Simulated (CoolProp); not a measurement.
Vapour-liquid equilibrium of ethylene (1) + ethane (2) at 260.6 K; x and y are mole fractions of (1).

Values from CoolProp's multi-fluid Helmholtz-energy mixture model, Smukala 2000 and Bücker 2006; pair parameters Bell 2016.

```tsv
x	bubble pressure (MPa)	y at the bubble point	dew pressure at overall composition x (MPa)	liquid density (mol/L)
0.05	1.813	0.077	1.787	14.22
0.2	2.021	___	1.941	14.20
0.35	___	0.437	2.109	___
0.5	2.400	0.583	2.293	14.16
0.65	___	0.717	2.492	14.12
0.8	2.778	___	2.711	14.07
0.95	2.979	0.962	2.958	___
```

What belongs in the gaps?


- 0.2, y at the bubble point: 0.273
- 0.35, bubble pressure (MPa): 2.214
- 0.35, liquid density (mol/L): 14.18
- 0.65, bubble pressure (MPa): 2.587
- 0.8, y at the bubble point: 0.843
- 0.95, liquid density (mol/L): 13.99

No azeotrope shows between x = 0.05 and 0.95.

The pair parameters rest on a limited set of measurements; away from them the model extrapolates.
